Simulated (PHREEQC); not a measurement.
A solution holds 0.0019 mol CO2 and 7.5e-05 mol (CH3)4NCl per kg of water, at 20 °C. Closed to the air; pH follows from the charge balance.

The numbers come from PHREEQC with the ion-association model, phreeqc.dat.

The pH is 4.55. The ionic strength is 0.000103 mol/kgw.

| species | molality | activity | log γ |
|---|---|---|---|
| CO2 | 0.00187 | 0.00187 | 0.000 |
| Cl- | 7.50e-5 | 7.41e-5 | -0.005 |
| (CH3)4N+ | 7.50e-5 | 7.41e-5 | -0.005 |
| H+ | 2.82e-5 | 2.79e-5 | -0.005 |
| HCO3- | 2.82e-5 | 2.79e-5 | -0.005 |
| (CO2)2 | 5.43e-8 | 5.43e-8 | 0.000 |

This is a speciation only: nothing precipitates in the calculation. Species that the database lacks are ignored. (CH3)4N+ isn't in the database: it is added as a free cation with an ion size of 4 Å.
